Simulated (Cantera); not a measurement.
A closed system holds: 1 mol Si(CH3)4, 0.59 mol C3H8, 9.1 mol H2, equilibrated at 2700 Pa.

Method: chemical equilibrium by Gibbs-energy minimisation in Cantera with the NASA 1993 tables (ideal gas, pure condensed phases). Candidate condensed phases: C, C6H6, C7H8, C8H18, Si, SiC; 87 gas species. Kinetics and transport are ignored. All values below are at 1898 K.

Base state: H2 0.995, H 0.00474, C2H2 (acetylene) 0.000374, Si 1.68e-5, CH4 1.51e-5 (mole fractions); condensed: C(graphite) + SiC(s).

Q: What changes in the equilibrium state with this change: pressure from 2700 Pa to 1000 Pa?

A: 
| species | before | after |
|---|---|---|
| H2 | 0.995 | 0.992 |
| H | 0.00474 | 0.00778 |
| C2H2 (acetylene) | 0.000374 | 0.000373 |
| Si | 1.68e-5 | 4.53e-5 |
| CH4 | 1.51e-5 | 5.56e-6 |
| C(graphite), mol | 4.76 | 4.76 |
| SiC(s), mol | 1.000 | 0.999 |
